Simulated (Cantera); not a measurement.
Mixture: 4.01 % CH4, 15.7 % O2, 80.3 % N2, equivalence ratio 0.51, at 3750 Torr, adiabatic and at constant volume. Ignition delay is the time to a rise of 400 K.

Cantera simulation using GRI-Mech 3.0 (53 species, 325 reactions); the numbers are that mechanism's predictions, not measurements.

Predict: delay at 1275 K; delay at 1425 K; delay at 1575 K; delay at 1725 K; apparent activation energy between 1650 and 1800 K.


| Item | Result |
|---|---|
| delay at 1275 K | 3.62 ms |
| delay at 1425 K | 0.678 ms |
| delay at 1575 K | 0.162 ms |
| delay at 1725 K | 50.1 µs |
| apparent activation energy between 1650 and 1800 K | 170 kJ/mol |
